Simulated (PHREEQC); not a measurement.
Make-up at 20 °C: 2.6 mol NaCl and 0.62 mol SrCl2 per kg of water. It is in equilibrium with CO2 at log p = -3.5 (atm). Otherwise closed; pH follows from the charge balance.

All values are PHREEQC results (Pitzer model, pitzer.dat), not measurements.

Each row changes one thing in this solution. No solid was allowed to form.

| case | pH | CO2 (mol/kgw) | HCO3- (mol/kgw) | CO3-2 (mol/kgw) |
|---|---|---|---|---|
| as made | 5.19 | 8.27e-6 | 2.38e-6 | 8.80e-10 |
| SrCl2 from 0.62 to 1.24 mol/kgw | 5.06 | 8.38e-6 | 1.95e-6 | 1.49e-9 |
| diluted 2-fold with water | [?] | 1.01e-5 | 3.18e-6 | 7.41e-10 |
| NaCl from 2.6 to 3.9 mol/kgw | 5.06 | 6.72e-6 | 1.81e-6 | 5.79e-10 |
| NaCl left out | [?] | 1.25e-5 | 4.03e-6 | 1.77e-9 |
| NaCl from 2.6 to 1.3 mol/kgw | [?] | 1.02e-5 | 3.10e-6 | 1.27e-9 |
| temperature from 20 to 25 °C | [?] | 7.19e-6 | 2.34e-6 | 9.82e-10 |

Problem. What belongs in the gaps?

Solution. 
- diluted 2-fold with water, pH: 5.39
- NaCl left out, pH: 5.42
- NaCl from 2.6 to 1.3 mol/kgw, pH: 5.31
- temperature from 20 to 25 °C, pH: 5.20

In brines, pH and single-ion activities rest on the MacInnes convention.
